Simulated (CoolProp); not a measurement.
Saturation properties of R227EA.

Values from CoolProp's reference Helmholtz-energy equation of state, Lemmon 2016.

```csv
T (°C),p (kPa),enthalpy of vaporisation (kJ/kg),vapour Z,liquid conductivity (mW/(m K))
-33.35,45.63,138.8,0.9719,74.5
-21.65,80.09,134.0,0.9583,71.6
-9.95,132.5,129.0,0.9408,68.7
1.75,208.5,123.6,0.9191,65.7
13.45,314.3,117.8,0.8927,62.6
25.15,456.8,111.5,0.8611,59.6
36.85,643.6,104.5,0.8237,56.5
48.45,880.4,96.76,0.7801,53.5
60.15,1180,87.72,0.7279,50.4
71.85,1551,76.93,0.6649,47.5
83.55,2006,63.22,0.5854,44.8
95.25,2561,42.71,0.4717,43.7
```

It boils at -16.3 °C under 1 atm.

Thermal conductivity comes from a separate model (Huber 2003), an estimate that may be off by 10 % or more.
